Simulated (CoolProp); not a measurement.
Sulfur hexafluoride along the isotherm 255.8 K: density (kg/m³) from the reference equation and from simpler models built on Tc = 318.7 K, pc = 3.755 MPa, ω = 0.210; each cubic takes its own stable root.

Values from CoolProp's reference Helmholtz-energy equation of state, Guder 2009.

```csv
p (MPa),phase,reference
0.125,gas,8.788
0.25,gas,18.02
0.375,gas,27.78
0.501,gas,38.25
0.626,gas,49.39
0.876,liquid,1672
1,liquid,1674
1.13,liquid,1675
1.25,liquid,1676
1.38,liquid,1677
1.5,liquid,1679
1.63,liquid,1680
1.75,liquid,1681
1.88,liquid,1682
```

How far does each simpler model (van der Waals, Soave-Redlich-Kwong, Peng-Robinson) lie from the reference over these 14 states: mean and median of the absolute difference, and the worst?


- van der Waals: mean 44.9 %, median 36.4 %, worst -95.9 % at 255.8 K and 0.876 MPa
- Soave-Redlich-Kwong: mean 4.1 %, median 6.2 %, worst -6.5 % at 255.8 K and 0.876 MPa
- Peng-Robinson: mean 4.1 %, median 6.2 %, worst +6.5 % at 255.8 K and 1.88 MPa

At some of these states van der Waals gives the other phase, because its saturation line lies elsewhere.
